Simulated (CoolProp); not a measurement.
The fluid at 298.15 K and 4.82 MPa is compressed adiabatically to 18.5 MPa with isentropic efficiency 0.9. The same conditions are run with several fluids, on thermodynamics alone (safety and materials aside).

Computed with CoolProp (reference Helmholtz-energy equation of state of each fluid (C2F6 (R116): Lemmon 2006; dry air: Lemmon 2000; normal hydrogen: Leachman 2009; nitrogen: Span 2000; CF4 (R14): Platzer 1990)). The equations of Platzer and Polt are older, rougher fits. Blends and air are pseudo-pure fits.

| fluid | work (kJ/kg) | final temperature (K) | final density (kg/m³) |
|---|---|---|---|
| C2F6 (R116) | 13.7 | ___ | ___ |
| dry air | 161 | 455.7 | ___ |
| normal hydrogen | 2360 | 453.9 | ___ |
| nitrogen | 168 | 456.2 | 126 |
| CF4 (R14) | 40.0 | 375.3 | 559 |

### Question
Fill in the missing entries.

### Answer

- C2F6 (R116), final temperature (K): 317.9
- C2F6 (R116), final density (kg/m³): 1200
- dry air, final density (kg/m³): 131
- normal hydrogen, final density (kg/m³): 9.15
